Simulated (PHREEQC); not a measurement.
NaOH is added in steps, without added water, to 1 kg of water holding 11 mmol/kgw HNO3, 2.2 mmol/kgw FeCl3 and 0.23 mmol/kgw MgCl2, at 25 °C. O2 is buffered at 0.21 atm. The system is closed to CO2. Only these solids could form: Brucite, Hematite, Halite.

Base run: PHREEQC, ion-association model, wateq4f.dat. Each further column changes one thing. The table gives FeOH+2 (mol/kgw).

```tsv
NaOH added (mol)	base	MgCl2 left out	temperature from 25 to 40 °C	MgCl2 replaced by CaCl2 at the same molality	no solid may form
0	2.66e-8	2.64e-8	1.78e-8	2.66e-8	0.000532
0.002375	1.99e-8	1.98e-8	1.34e-8	1.99e-8	0.000617
0.005542	1.25e-8	1.24e-8	8.37e-9	1.25e-8	0.000774
0.007917	8.04e-9	8.00e-9	5.40e-9	8.04e-9	0.000938
0.01108	3.64e-9	3.62e-9	2.45e-9	3.64e-9	0.00120
0.01346	1.47e-9	1.46e-9	9.88e-10	1.47e-9	0.00107
0.01663	8.15e-11	8.11e-11	5.47e-11	8.15e-11	4.10e-7
0.019	0	0	0	0	1.22e-11
```

 Away from 25 °C the constants follow the database's enthalpies or fits; those with neither stay at their 25 °C values. In at least one series the solution becomes supersaturated in solids that the run did not let form, among them Hematite. Solids allowed in the column 'MgCl2 left out': Hematite, Halite. Solids allowed in the column 'MgCl2 replaced by CaCl2 at the same molality': Portlandite, Hematite, Halite.
